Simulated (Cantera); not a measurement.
A perfectly stirred reactor is fed with 0.479 % CO, 1.66 % O₂, 0.195 % H₂O, 97.7 % N₂, equivalence ratio 0.14, at 2850 Torr; it is held at 1348 K, and followed from long to short residence time.

Cantera simulation using GRI-Mech 3.0 (53 species, 325 reactions); the numbers are that mechanism's predictions, not measurements.

Task: Predict: x(CO) at τ = 1.80 s; x(O₂) at τ = 1.80 s; x(H₂O) at τ = 1.80 s; x(CO₂) at τ = 1.80 s; x(HO₂) at τ = 1.80 s; x(CO) at τ = 38.0 ms; x(O₂) at τ = 38.0 ms; x(H₂O) at τ = 38.0 ms; x(CO₂) at τ = 38.0 ms; x(HO₂) at τ = 38.0 ms.

Result: 
```json
{
 "x(CO) at τ = 1.80 s": "3.82e-5",
 "x(O₂) at τ = 1.80 s": "0.0143",
 "x(H₂O) at τ = 1.80 s": "0.00195",
 "x(CO₂) at τ = 1.80 s": "0.00476",
 "x(HO₂) at τ = 1.80 s": "1.93e-7",
 "x(CO) at τ = 38.0 ms": "0.000572",
 "x(O₂) at τ = 38.0 ms": "0.0145",
 "x(H₂O) at τ = 38.0 ms": "0.00195",
 "x(CO₂) at τ = 38.0 ms": "0.00422",
 "x(HO₂) at τ = 38.0 ms": "1.68e-6"
}
```
